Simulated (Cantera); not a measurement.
What does this Cantera script print?

```python
import numpy as np
import cantera as ct

gas_names = [...]  # 95 gases of nasa_gas.yaml made of C, F, H
cond_names = """
    C(gr) C6H6(L) C7H8(L) C8H18(L),n-octa
""".split()


# ... load() reads the species with a 1 bar reference pressure and builds the phases ...
atoms = {
    'CHF3': {'C': 1, 'H': 1, 'F': 3},
    'H2': {'H': 2},
}
top_T = {'C(gr)': 4500}  # K; cautious upper limits of use, not melting points


# ... equilibrate(T, P, feed) seeds the gas with the atoms and calls Mixture.equilibrate('TP', solver="vcs", rtol=1e-11, max_steps=5000) ...
results = []
feed = {'CHF3': 1, 'H2': 0.46}  # mol
P = 23  # Pa
for T in [848, 948, 1048, 1148, 1248, 1348, 1448, 1548, 1648, 1748, 1848, 1948]:
    mix = equilibrate(T, P, feed)
    results.append((T, P, feed, dict(zip(mix.species_names, mix.species_moles))))

top = {s: max(r[3][s] / sum(r[3][g] for g in gas_names) for r in results) for s in gas_names}
cols = sorted((s for s in top if top[s] > 0.001), key=lambda s: -top[s])[:9]
seen = [c for c in cond_names if any(r[3].get(c, 0) > 1e-12 for r in results)]
print("log10 of partial pressures in bar; condensed amounts in mol")
print(f"{'T/K':>10s}" + "".join(f"{s[:9]:>10s}" for s in cols + seen))
for T, P, feed, n in results:
    ng = sum(n[g] for g in gas_names)
    print(f"{T:10.4g}" + "".join(f"{np.log10(max(n[s] / ng * P / 1e5, 1e-99)):10.3f}" for s in cols)
          + "".join(f"{n.get(c, 0):10.4g}" for c in seen))
```

It prints:

```
log10 of partial pressures in bar; condensed amounts in mol
       T/K        HF         F       CF4       CF2       CF3     C(gr)
       848    -3.695   -15.302    -4.547   -14.192   -14.021      0.73
       948    -3.695   -13.252    -4.547   -12.351   -12.535      0.73
      1048    -3.695   -11.591    -4.547   -10.865   -11.333      0.73
      1148    -3.695   -10.219    -4.547    -9.640   -10.343      0.73
      1248    -3.695    -9.067    -4.547    -8.614    -9.512      0.73
      1348    -3.695    -8.085    -4.548    -7.742    -8.806    0.7299
      1448    -3.696    -7.238    -4.549    -6.993    -8.199    0.7296
      1548    -3.696    -6.501    -4.553    -6.344    -7.674    0.7285
      1648    -3.699    -5.857    -4.570    -5.782    -7.223    0.7253
      1748    -3.707    -5.296    -4.625    -5.306    -6.854    0.7178
      1848    -3.729    -4.823    -4.782    -4.937    -6.607    0.7082
      1948    -3.766    -4.468    -5.199    -4.744    -6.593    0.7227
```

Equilibrium computed with Cantera from the NASA thermochemical tables; the gas is ideal and each condensed phase is pure. Condensed phases not in the tables: fluorocarbon polymer. Gases not in the tables: C2F6 and larger saturated fluorocarbons.
